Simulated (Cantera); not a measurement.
## Thermodynamics of carbothermic reduction, feed Fe3O4 + CO + H2

Feed: 1 mol Fe3O4, 11 mol CO, 0.13 mol H2, held at 1.00 bar.

Cantera equilibrium calculation (NASA polynomials, part measured and part estimated; ideal gas, pure solids and liquids). Candidate condensed phases: C, C6H6, C7H8, C8H18, Fe, Fe(CO)5, FeO, Fe(OH)2, Fe(OH)3, Fe2O3, Fe3O4, H2O; 114 gas species. Each liquid is taken as pure. Mutual solubility and eutectic melting of coexisting phases are not modelled. The tables' stoichiometric FeO is somewhat more stable than real wüstite, so its field is too wide. FeO: taken at fixed stoichiometry. Kinetics and transport are ignored.

| T (K) | log p CO | log p CO2 | log p Fe | log p H2 | log p H2O | n Fe(δ) | n FeO(l) | n Fe(l) |
|---|---|---|---|---|---|---|---|---|
| 1698 | -0.06 | -0.92 | -5.22 | -2.10 | -2.43 | 0.372 | 2.63 | 0 |
| 1773 | -0.06 | -0.96 | -4.70 | -2.10 | -2.44 | 0.251 | 2.75 | 0 |
| 1848 | -0.05 | -0.99 | -4.24 | -2.10 | -2.44 | 0 | 2.83 | 0.167 |
| 1923 | -0.05 | -1.02 | -3.83 | -2.10 | -2.43 | 0 | 2.89 | 0.111 |
| 1998 | -0.05 | -1.04 | -3.45 | -2.10 | -2.43 | 0 | 2.94 | 0.0605 |
| 2073 | -0.05 | -1.06 | -3.10 | -2.11 | -2.43 | 0 | 2.98 | 0.0126 |
| 2148 | -0.05 | -1.06 | -2.79 | -2.12 | -2.42 | 0 | 2.98 | 0 |
| 2223 | -0.05 | -1.05 | -2.51 | -2.13 | -2.41 | 0 | 2.96 | 0 |
| 2298 | -0.05 | -1.04 | -2.25 | -2.15 | -2.39 | 0 | 2.94 | 0 |
| 2373 | -0.05 | -1.03 | -2.03 | -2.17 | -2.38 | 0 | 2.89 | 0 |
log p: log10 of the partial pressure in bar; n: condensed amount in mol.

From 1698 K to 1773 K the condensed part is Fe(δ) + FeO(l). From 1848 K to 2073 K the condensed part is Fe(l) + FeO(l). From 2148 K to 2373 K the condensed part is FeO(l). The main Fe-bearing gas is Fe throughout.
